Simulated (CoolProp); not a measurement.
Saturation properties of CH2F2 (R32) (Tc = 351.3 K, pc = 57.83 bar, ω = 0.277).

Model: reference Helmholtz-energy equation of state, Tillner-Roth 1997, in CoolProp.

| T (K) | p (bar) | liquid cp (kJ/(kg K)) | surface tension (mN/m) | vapour viscosity (µPa s) |
|---|---|---|---|---|
| 220.9 | 0.9827 | 1.586 | 20.8 | 9.84 |
| 224.3 | (withheld) | 1.591 | 20.1 | 10.00 |
| 227.7 | 1.376 | 1.597 | 19.4 | 10.2 |
| 231.1 | 1.615 | 1.604 | 18.8 | (withheld) |
| 234.6 | 1.894 | 1.611 | 18.1 | 10.5 |
| 238 | 2.199 | 1.618 | 17.4 | 10.6 |
| 241.4 | 2.542 | 1.627 | 16.8 | (withheld) |
| 244.8 | 2.926 | 1.636 | 16.1 | 11.0 |
| 248.2 | 3.352 | 1.645 | 15.5 | 11.1 |
| 251.6 | 3.825 | 1.656 | 14.9 | (withheld) |
| 255 | 4.349 | (withheld) | (withheld) | 11.4 |
| 258.4 | 4.925 | 1.679 | 13.6 | 11.6 |

Task: What belongs in the gaps?

Result: 
- 224.3, p (bar): 1.166
- 231.1, vapour viscosity (µPa s): 10.3
- 241.4, vapour viscosity (µPa s): 10.8
- 251.6, vapour viscosity (µPa s): 11.3
- 255, liquid cp (kJ/(kg K)): 1.667
- 255, surface tension (mN/m): 14.2

It boils at 221.5 K under 1 atm.

Viscosity comes from a separate model (Bell 2016), an estimate that may be off by 10 % or more. Surface tension comes from a separate correlation (Mulero 2012).
